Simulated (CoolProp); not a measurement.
Vapour-liquid equilibrium of p-xylene (1) + n-decane (2) at 54.65 °C; x and y are mole fractions of (1).

Values from CoolProp's multi-fluid Helmholtz-energy mixture model, Zhou 2012 and Lemmon 2006; pair parameters Bell 2016.

| x | bubble pressure, mixture model (kPa) | bubble pressure, Raoult's law (kPa) | y, mixture model | y, Raoult's law |
|---|---|---|---|---|
| 0.05 | 1.404 | 1.355 | 0.226 | 0.199 |
| 0.15 | 1.898 | 1.781 | 0.486 | 0.455 |
| 0.25 | 2.361 | 2.206 | 0.632 | 0.612 |
| 0.35 | 2.799 | 2.632 | 0.728 | 0.718 |
| 0.45 | 3.217 | 3.057 | 0.796 | 0.794 |
| 0.55 | 3.620 | 3.483 | 0.849 | 0.852 |
| 0.65 | 4.016 | 3.908 | 0.892 | 0.898 |
| 0.75 | 4.407 | 4.334 | 0.928 | 0.934 |
| 0.85 | 4.799 | 4.759 | 0.959 | 0.964 |
| 0.95 | 5.196 | 5.184 | 0.987 | 0.989 |

The largest gap from Raoult's law is +7.0 % in bubble pressure, at x = 0.25. No azeotrope shows between x = 0.05 and 0.95.

The pair parameters rest on a limited set of measurements; away from them the model extrapolates.
